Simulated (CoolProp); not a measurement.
Saturation properties of cyclopentane.

Values from CoolProp's reference Helmholtz-energy equation of state, Gedanitz 2015.

| T (K) | p (MPa) | liquid density (kg/m³) | vapour density (kg/m³) | liquid cp (kJ/(kg K)) | surface tension (mN/m) | liquid conductivity (mW/(m K)) |
|---|---|---|---|---|---|---|
| 316.5 | 0.08312 | 721.9 | 2.285 | 1.903 | 19.3 | 120 |
| 327.4 | 0.1191 | 710.6 | 3.194 | 1.961 | 17.8 | 116 |
| 338.3 | 0.1662 | 699.0 | 4.362 | 2.020 | 16.4 | 112 |
| 349.2 | 0.2265 | 687.0 | 5.835 | 2.081 | 15.0 | 108 |
| 360.1 | 0.3023 | 674.7 | 7.668 | 2.144 | 13.6 | 104 |
| 371 | 0.3959 | 662.0 | 9.920 | 2.209 | 12.2 | 101 |
| 381.9 | 0.5099 | 648.9 | 12.66 | 2.275 | 10.9 | 97.1 |
| 392.8 | 0.6467 | 635.2 | 15.98 | 2.344 | 9.69 | 93.6 |
| 403.7 | 0.8092 | 620.9 | 19.96 | 2.417 | 8.48 | 90.2 |

It boils at 322.4 K under 1 atm.

Thermal conductivity comes from a separate model (Vassiliou 2015). Surface tension comes from a separate correlation (Mulero 2014).
